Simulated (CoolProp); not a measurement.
Aqueous magnesium chloride as a coolant, at 28 °C, 1 atm.

Model: Melinder's fits for secondary coolants, in CoolProp.

```
mass %  freezing point (°C)  Prandtl number  density (kg/m³)  viscosity (mPa s)  conductivity (W/(m K))
------  -------------------  --------------  ---------------  -----------------  ----------------------
5.3                    -3.2            6.53             1040               1.01                       ?
8.2                    -6.0            6.89             1065               1.10                       ?
11.1                   -9.9               ?             1090               1.27                   0.587
14                    -14.9            8.77             1116               1.49                       ?
16.9                  -20.8            9.71             1142               1.69                   0.571
19.8                  -28.1            11.2             1170               2.01                   0.562
22.7                  -38.3            17.9             1199               3.28                       ?
```

### Question
Complete the blanks.

### Answer

- 5.3, conductivity (W/(m K)): 0.600
- 8.2, conductivity (W/(m K)): 0.594
- 11.1, Prandtl number: 7.73
- 14, conductivity (W/(m K)): 0.579
- 22.7, conductivity (W/(m K)): 0.553
